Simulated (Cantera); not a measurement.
A perfectly stirred reactor is fed with 1.41 % C₂H₆, 98.6 % N₂, at 100.0 Torr; it is held at 1675 K, and followed from long to short residence time.

Model: GRI-Mech 3.0 (53 species, 325 reactions), integrated in Cantera. GRI-Mech 3.0 stops at C3 and has no aromatics, soot or wall deposition, so with more carbon than oxygen in the feed, carbon stays in small species such as C2H2 where larger ones or solid carbon would form.

x: mole fraction; the columns are a selection and need not sum to one.

```tsv
τ (s)	x C₂H₆	x CH₃	x C₂H	x H₂	x C₂H₄	x CH₄
18	2.97e-7	2.65e-5	1.69e-7	0.0266	5.03e-6	0.000513
5.7	8.68e-7	4.49e-5	2.01e-7	0.0262	8.77e-6	0.000725
1.8	…	…	…	0.0259	…	…
0.55	6.95e-6	0.000125	3.33e-7	0.0254	4.14e-5	0.00119
0.17	1.93e-5	0.000208	4.30e-7	0.0248	9.95e-5	0.00150
0.053	5.38e-5	0.000346	5.35e-7	0.0238	0.000246	0.00193
0.016	0.000156	0.000591	6.40e-7	0.0221	0.000625	0.00248
0.0051	…	…	7.16e-7	…	…	0.00298
0.0016	0.00121	0.00164	7.01e-7	0.0157	0.00304	0.00306
```

Some entries are withheld; supply them.


- 1.8, x C₂H₆: 2.45e-6
- 1.8, x CH₃: 7.49e-5
- 1.8, x C₂H: 2.54e-7
- 1.8, x C₂H₄: 1.81e-5
- 1.8, x CH₄: 0.000947
- 0.0051, x C₂H₆: 0.000432
- 0.0051, x CH₃: 0.000986
- 0.0051, x H₂: 0.0196
- 0.0051, x C₂H₄: 0.00146
